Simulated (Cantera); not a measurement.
An adiabatic, constant-pressure homogeneous reactor starts with CH4 : C2H6 : O2 : N2 = 1 : 0.21 : 2.76 : 10.4 (molar parts), equivalence ratio 0.99, at 1273 K and 1.01 bar. Integrator tolerance rtol = 1e-08.

Detailed kinetics in Cantera: GRI-Mech 3.0 (53 species, 325 reactions).

Problem. What does this change do: pressure from 1.01 bar to 19.0 bar?

Solution. 
| quantity | before | after |
|---|---|---|
| time of steepest temperature rise | 1.18 ms | 0.200 ms |
| temperature at 0.500 s | 2652 K | 2819 K |
| equilibrium temperature | 2652 K | 2819 K |
| x(CH4) at 0.500 s | <1e-12 (gas-phase equilibrium <1e-12) | <1e-12 (gas-phase equilibrium <1e-12) |
| x(C2H6) at 0.500 s | <1e-12 (gas-phase equilibrium <1e-12) | <1e-12 (gas-phase equilibrium <1e-12) |
| x(O2) at 0.500 s | 0.0177 (gas-phase equilibrium 0.0177) | 0.0114 (gas-phase equilibrium 0.0114) |
| x(CH2O) at 0.500 s | 1.94e-10 (gas-phase equilibrium 1.94e-10) | 1.60e-9 (gas-phase equilibrium 1.60e-9) |
| x(CH3) at 0.500 s | <1e-12 (gas-phase equilibrium <1e-12) | <1e-12 (gas-phase equilibrium <1e-12) |
The pressure lies above the range GRI-Mech 3.0 was tuned for (to about 10 atm).
